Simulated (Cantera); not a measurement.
Transport properties of process gases

Gas mixture: 20.6 % H2O, 9.93 % C3H8, 35.1 % C2H6, 34.4 % NH3, at 100000 Pa, frozen composition.

Cantera's kinetic-theory transport with the Lennard-Jones parameters of GRI-Mech 3.0, ideal gas; thermal conductivity in the mixture-averaged form. Polar gases are described roughly by these parameters. The composition is frozen, though it would react at the higher temperatures.

```tsv
T (K)	ρ (kg/m³)	cp (J/kg/K)	μ (µPa s)	λ (mW/m/K)	Pr	D (cm²/s) CH3	D (cm²/s) H2	D (cm²/s) O
400	0.737	2145	12.9	38.1	0.727	0.323	1.13	0.474
650	0.453	2876	20.2	77.1	0.755	0.781	2.61	1.12
900	0.327	3415	26.7	120	0.762	1.38	4.53	1.95
1150	0.256	3835	32.6	163	0.766	2.10	6.83	2.96
1400	0.210	4146	37.9	205	0.764	2.94	9.48	4.12
1650	0.179	4384	42.8	246	0.762	3.88	12.5	5.41
1900	0.155	4565	47.4	285	0.759	4.91	15.7	6.85
2150	0.137	4701	51.7	322	0.756	6.04	19.3	8.41
2400	0.123	4805	55.9	357	0.753	7.25	23.2	10.1
```
D: mixture-averaged diffusion coefficient of that species in the mixture.
